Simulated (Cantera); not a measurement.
Feed: 1 mol SiH4, 0.62 mol N2, 5.9 mol H2, at 1873 K and 7.50 Torr.

These are equilibrium values from Cantera (NASA tables, ideal gas, pure condensed phases), not measurements of a reactor. Candidate condensed phases: Si, Si3N4; 18 gas species. Gases not in the tables: Si2H6 and higher silanes. Kinetics and transport are ignored.

Base state: H2 0.920, N2 0.0725, H 0.00619, Si 0.000882, SiH 7.88e-5, SiH2 4.51e-5, Si2N 1.27e-5 (mole fractions); condensed: Si(l).

What changes in the equilibrium state with this change: SiH4 replaced by SiHCl3?


```csv
species,before,after
H2,0.920,0.669
HCl,0,0.152
SiCl2,0,0.0972
N2,0.0725,0.0725
SiCl,0,0.000938
Cl,0,0.000910
"Si(l), mol",0.991,0.146
```
The tables' values for SiCl, SiCl3 are old estimates; treat these amounts as uncertain. Further candidate phases: NH4Cl.
